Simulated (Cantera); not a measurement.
Input: 1 mol Pb, 2.2 mol N₂, 0.041 mol HCl, held at 7.00 bar.

Cantera equilibrium calculation (NASA polynomials, part measured and part estimated; ideal gas, pure solids and liquids). Candidate condensed phases: NH₄Cl, Pb, PbCl₂; 17 gas species. Each liquid is taken as pure. The numbers say what is thermodynamically allowed, not how fast it happens.

Which condensed phases are stable at each of these points (T (K)): 775, 825, 875, 925, 975, 1025, 1075, 1125, 1175, 1225, 1275, 1325, 1375?


```json
[
 {"T (K)": "775", "condensed phases": "Pb(l) + PbCl₂(l)", "Pb condensed (%)": "99.9"},
 {"T (K)": "825", "condensed phases": "Pb(l) + PbCl₂(l)", "Pb condensed (%)": "99.7"},
 {"T (K)": "875", "condensed phases": "Pb(l) + PbCl₂(l)", "Pb condensed (%)": "99.2"},
 {"T (K)": "925", "condensed phases": "Pb(l)", "Pb condensed (%)": "99.1"},
 {"T (K)": "975", "condensed phases": "Pb(l)", "Pb condensed (%)": "99.0"},
 {"T (K)": "1025", "condensed phases": "Pb(l)", "Pb condensed (%)": "98.9"},
 {"T (K)": "1075", "condensed phases": "Pb(l)", "Pb condensed (%)": "98.8"},
 {"T (K)": "1125", "condensed phases": "Pb(l)", "Pb condensed (%)": "98.7"},
 {"T (K)": "1175", "condensed phases": "Pb(l)", "Pb condensed (%)": "98.6"},
 {"T (K)": "1225", "condensed phases": "Pb(l)", "Pb condensed (%)": "98.4"},
 {"T (K)": "1275", "condensed phases": "Pb(l)", "Pb condensed (%)": "98.3"},
 {"T (K)": "1325", "condensed phases": "Pb(l)", "Pb condensed (%)": "98.1"},
 {"T (K)": "1375", "condensed phases": "Pb(l)", "Pb condensed (%)": "97.8"}
]
```

From 775 K to 875 K the condensed part is Pb(l) + PbCl₂(l). From 925 K to 1375 K the condensed part is Pb(l). The share of Pb in condensed phases is highest at 775 K (99.9 %) and lowest at 1375 K (97.8 %).
